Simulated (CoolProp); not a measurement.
A Linde-Hampson liquefier for carbon monoxide: isothermal reversible compression at 230 K from 1 atm to 25 MPa, throttling to 1 atm, return gas leaving the recuperator 10 K below the feed. Each further row changes one setting.

Model: reference Helmholtz-energy equation of state, Lemmon 2006, in CoolProp. It is a short technical equation, of lower accuracy than the large ones.

```
case                        liquid yield per pass  compression work (kJ/kg of gas)
--------------------------  ---------------------  -------------------------------
as stated                                   0.173                              363
high pressure 50 MPa                          [?]                              419
warm-end temperature 260 K                    [?]                              419
warm-end gap 15 K                             [?]                              363
```

### Question
What belongs in the gaps?

### Answer

- high pressure 50 MPa, liquid yield per pass: 0.179
- warm-end temperature 260 K, liquid yield per pass: 0.120
- warm-end gap 15 K, liquid yield per pass: 0.161
